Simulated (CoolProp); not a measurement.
Vapour-liquid equilibrium of carbon dioxide (1) + sulfur dioxide (2) at -29.25 °C; x and y are mole fractions of (1).

Computed with CoolProp (multi-fluid Helmholtz-energy mixture model, Span 1996 and Gao 2016; pair parameters Bell 2016).

| x | bubble pressure, mixture model (bar) | bubble pressure, Raoult's law (bar) | y, mixture model | y, Raoult's law |
|---|---|---|---|---|
| 0.05 | 1.310 | 1.108 | 0.706 | 0.661 |
| 0.2 | 3.940 | 3.245 | 0.911 | 0.902 |
| 0.35 | 6.280 | 5.382 | 0.951 | 0.952 |
| 0.5 | 8.294 | 7.518 | 0.968 | 0.974 |
| 0.65 | [?] | 9.655 | 0.978 | 0.986 |
| 0.8 | 11.83 | 11.79 | [?] | 0.993 |
| 0.95 | [?] | 13.93 | 0.996 | 0.999 |

Problem. What belongs in the gaps?

Solution. 
- 0.65, bubble pressure, mixture model (bar): 10.08
- 0.8, y, mixture model: 0.987
- 0.95, bubble pressure, mixture model (bar): 13.85

The largest gap from Raoult's law is +21.4 % in bubble pressure, at x = 0.2. No azeotrope shows between x = 0.05 and 0.95.

Pair parameters are fitted to limited data, so mixtures are less certain than the pure fluids. The gap from Raoult's law changes sign with composition, which may be real or a fault of the pair parameters; it wasn't checked against measurements.
